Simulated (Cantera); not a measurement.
Charge: 1 mol MgO, 0.57 mol C, 0.3 mol CO, equilibrated at 2375 °C and 1.00 bar.

Method: chemical equilibrium by Gibbs-energy minimisation in Cantera with the NASA 1993 tables (ideal gas, pure condensed phases). Candidate condensed phases: C, Mg, MgCO3, MgO; 15 gas species. Equilibrium is a limit: real reactors are often held back by kinetics, nucleation or transport.

Base state: CO 0.598, Mg 0.398, CO2 0.00351, MgO 0.000297, O 1.31e-5 (mole fractions); condensed: MgO(s).

### Question
What changes in the equilibrium state with this change: 0.0035 mol CH4 added?

### Answer
```csv
species,before,after
CO,0.598,0.594
Mg,0.398,0.396
CO2,0.00351,0.00351
H2,0,0.00304
H,0,0.00256
MgH,0,0.000458
MgOH,0,0.000228
H2O,0,0.000118
OH,0,2.42e-5
O,1.31e-5,1.31e-5
"MgO(s), mol",0.424,0.420
```
The tables' values for MgH are old estimates; treat these amounts as uncertain. Further candidate phases: C6H6, C7H8, C8H18, H2O, Mg(OH)2.

### Question
What changes in the equilibrium state with this change: MgO replaced by Ta2O5?

### Answer
```json
[
 {"species": "CO", "before": "0.598", "after": "0.995"},
 {"species": "TaO2", "before": "0", "after": "0.00233"},
 {"species": "CO2", "before": "0.00351", "after": "0.00160"},
 {"species": "Mg", "before": "0.398", "after": "0"},
 {"species": "TaO", "before": "0", "after": "0.000634"},
 {"species": "MgO", "before": "0.000297", "after": "0"},
 {"species": "O", "before": "1.31e-5", "after": "3.58e-6"},
 {"species": "MgO(s), mol", "before": "0.424", "after": "0"},
 {"species": "Ta(s), mol", "before": "0", "after": "0.228"},
 {"species": "Ta2O5(l), mol", "before": "0", "after": "0.885"}
]
```
Mutual solubility and eutectic melting of coexisting phases are not modelled. Condensed phases not in the tables: Ta2C, N, O or C dissolved in the metal. Further candidate phases: Ta, TaC, Ta2O5.
